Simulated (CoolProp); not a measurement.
Vinyl chloride along the isotherm 36.65 °C: Z from the reference equation and from simpler models built on Tc = 151.9 °C, pc = 5600 kPa, ω = 0.160; each cubic takes its own stable root.

The numbers come from the reference Helmholtz-energy equation of state, Thol 2022 in CoolProp.

```csv
p (kPa),phase,reference,van der Waals,Soave-Redlich-Kwong
3500,liquid,0.09605,0.1512,0.1032
7000,liquid,0.1904,0.2949,0.2036
10500,liquid,0.2832,0.4337,0.3019
14000,liquid,0.3748,0.5689,0.3982
17500,liquid,0.4651,0.7013,0.4931
21000,liquid,0.5545,0.8315,0.5866
24500,liquid,0.6428,0.9598,0.6789
28000,liquid,0.7303,1.087,0.7701
31500,liquid,0.8169,1.212,0.8605
35000,liquid,0.9028,1.336,0.9500
38500,liquid,0.9880,1.460,1.039
42000,liquid,1.072,1.582,1.127
45500,liquid,1.156,1.703,1.214
49000,liquid,1.240,1.824,1.301
52500,liquid,1.322,1.944,1.387
56000,liquid,1.405,2.064,1.473
```
